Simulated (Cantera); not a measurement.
A closed system holds: 1 mol PbO, 2 mol O2, 0.28 mol H2, held at 823 K and 1 atm.

These are equilibrium values from Cantera (NASA tables, ideal gas, pure condensed phases), not measurements of a reactor. Candidate condensed phases: H2O, Pb, PbO, PbO2, Pb3O4; 12 gas species. The numbers say what is thermodynamically allowed, not how fast it happens.

Base state: O2 0.869, H2O 0.131 (mole fractions); condensed: PbO(yellow).

Problem. What changes in the equilibrium state with this change: H2 from 0.28 to 1.2 mol?

Solution. 
```csv
species,before,after
O2,0.869,0.538
H2O,0.131,0.462
"PbO(yellow), mol",1.00,1.00
```
